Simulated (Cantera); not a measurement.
An adiabatic, constant-pressure homogeneous reactor starts with CO : H2 : CH4 : O2 : N2 : H2O = 1 : 1.1 : 0.046 : 3.36 : 12.6 : 5 (molar parts), equivalence ratio 0.34, at 1700 K and 0.493 atm.

Cantera simulation using GRI-Mech 3.0 (53 species, 325 reactions); the numbers are that mechanism's predictions, not measurements.

One state of this run: T (K) = 2253; x CO = 0.00180; x H2 = 0.00198; x CH4 = <1e-12; x C2H = <1e-12; x CH2CO = <1e-12; x NO = 0.00651. x: mole fraction; the columns are a selection and need not sum to one.

Which value of t (s) does it belong to?
A. 0.000119
B. 0.00114
C. 0.000367
D. 0.323

D, 0.323
